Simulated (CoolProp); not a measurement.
Aqueous magnesium chloride as a coolant, 20 % by mass, freezing at -28.7 °C, 1 atm.

Computed with CoolProp (Melinder's fits for secondary coolants).

| T (°C) | density (kg/m³) | conductivity (W/(m K)) | viscosity (mPa s) | Prandtl number |
|---|---|---|---|---|
| -9.1 | 1185 | 0.499 | 6.86 | 41.7 |
| -4.9 | 1184 | 0.506 | 5.89 | 35.4 |
| -0.7 | 1183 | 0.513 | 5.07 | 30.2 |
| 3.5 | … | 0.520 | 4.39 | 25.9 |
| 7.6 | 1180 | … | 3.83 | 22.4 |
| 11.8 | 1178 | 0.534 | … | 19.3 |
| 16 | 1177 | 0.541 | 2.93 | 16.8 |
| 20.2 | 1175 | 0.548 | 2.58 | 14.6 |
| 24.4 | 1173 | 0.555 | 2.28 | … |
| 28.5 | 1171 | 0.562 | 2.02 | 11.3 |
| 32.7 | 1169 | 0.569 | 1.80 | … |
| 36.9 | 1168 | 0.575 | 1.60 | 8.80 |

**Question.** What belongs in the gaps?

**Answer.** 
- 3.5, density (kg/m³): 1181
- 7.6, conductivity (W/(m K)): 0.527
- 11.8, viscosity (mPa s): 3.34
- 24.4, Prandtl number: 12.8
- 32.7, Prandtl number: 9.94
